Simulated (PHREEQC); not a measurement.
A solution holds 0.0011 mol NaOH and 0.00023 mol H4SiO4 per kg of water, at 70 °C. Closed to the air; pH follows from the charge balance.

Equilibrium calculation in PHREEQC: ion-association model, wateq4f.dat.

Each row changes one thing in this solution. No solid was allowed to form.

```json
[
 {"case": "as made", "pH": "9.76", "ionic strength (mol/kgw)": "0.00110"},
 {"case": "H4SiO4 from 0.00023 to 4.6e-05 mol/kgw", "pH": "___", "ionic strength (mol/kgw)": "0.00110"},
 {"case": "temperature from 70 to 10 °C", "pH": "___", "ionic strength (mol/kgw)": "0.00110"},
 {"case": "NaOH replaced by NaBr at the same molality", "pH": "6.29", "ionic strength (mol/kgw)": "0.00110"},
 {"case": "H4SiO4 left out", "pH": "9.84", "ionic strength (mol/kgw)": "0.00110"}
]
```

Question: Complete the blanks.

Answer: 
- H4SiO4 from 0.00023 to 4.6e-05 mol/kgw, pH: 9.82
- temperature from 70 to 10 °C, pH: 11.46

Constants without temperature data keep their 25 °C values here.
